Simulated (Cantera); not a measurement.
A closed system holds: 1 mol AlN, 1.2 mol Cl2, 12 mol N2, at 133 Pa.

Cantera equilibrium calculation (NASA polynomials, part measured and part estimated; ideal gas, pure solids and liquids). Candidate condensed phases: Al, AlCl3, AlN; 11 gas species. Equilibrium is a limit: real reactors are often held back by kinetics, nucleation or transport.

**Question.** Which condensed phases are stable at each of these points (T (°C)): 600, 675, 750, 825, 900, 975, 1050, 1125, 1200?

**Answer.** 
```json
[
 {"T (°C)": "600", "condensed phases": "AlN(s)", "Al condensed (%)": "20.0"},
 {"T (°C)": "675", "condensed phases": "AlN(s)", "Al condensed (%)": "20.0"},
 {"T (°C)": "750", "condensed phases": "AlN(s)", "Al condensed (%)": "20.0"},
 {"T (°C)": "825", "condensed phases": "AlN(s)", "Al condensed (%)": "20.0"},
 {"T (°C)": "900", "condensed phases": "AlN(s)", "Al condensed (%)": "19.9"},
 {"T (°C)": "975", "condensed phases": "AlN(s)", "Al condensed (%)": "19.4"},
 {"T (°C)": "1050", "condensed phases": "AlN(s)", "Al condensed (%)": "17.2"},
 {"T (°C)": "1125", "condensed phases": "AlN(s)", "Al condensed (%)": "8.5"},
 {"T (°C)": "1200", "condensed phases": "gas only", "Al condensed (%)": "0.0"}
]
```

From 600 °C to 1125 °C the condensed part is AlN(s). At 1200 °C nothing is condensed.
